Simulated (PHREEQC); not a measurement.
A solution holds 47 mmol/kgw H2S and 66 mmol/kgw NaOH, at 16 °C. Closed to the air; pH follows from the charge balance.

Computed with PHREEQC (ion-association model, phreeqc.dat).

```tsv
quantity	before	after
pH	12.24	9.53
ionic strength (mol/kgw)	0.0741	0.136
```

Problem. Which change was made?
A) H2S left out
B) temperature from 16 to 65 °C
C) temperature from 16 to 20 °C
D) NaOH replaced by Na2CO3 at the same molality

Solution. D, NaOH replaced by Na2CO3 at the same molality

This is a speciation only: nothing precipitates in the calculation. The database's pK near 12.9 for HS-/S-2 is now thought far too low, so its S-2 is overstated.
